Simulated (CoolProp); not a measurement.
Properties of cyclopropane along the isobar 0.101 MPa.

Computed with CoolProp (reference Helmholtz-energy equation of state, Polt 1992). This equation is an older, rougher fit.

```
T (K)  phase       Z  cp (kJ/(kg K))  Joule-Thomson coefficient (K/MPa)  isothermal compressibility (1/MPa)
-----  -----  ------  --------------  ---------------------------------  ----------------------------------
358.6    gas  0.9913           1.638                              12.19                               9.989
366.3    gas  0.9919           1.675                              11.27                               9.983
373.9    gas  0.9924           1.711                              10.45                               9.978
381.5    gas  0.9928           1.746                              9.699                               9.973
389.1    gas  0.9933           1.782                              9.018                               9.968
396.8    gas  0.9937           1.818                              8.389                               9.964
404.4    gas  0.9940           1.853                              7.823                               9.961
412      gas  0.9944           1.887                              7.306                               9.957
419.6    gas  0.9947           1.922                              6.832                               9.954
427.3    gas  0.9950           1.956                              6.392                               9.951
434.9    gas  0.9952           1.989                              5.993                               9.949
442.5    gas  0.9954           2.022                              5.626                               9.946
450.1    gas  0.9957           2.055                              5.288                               9.944
457.8    gas  0.9959           2.087                              4.972                               9.942
465.4    gas  0.9960           2.119                              4.685                               9.940
473      gas  0.9962           2.150                              4.419                               9.939
```
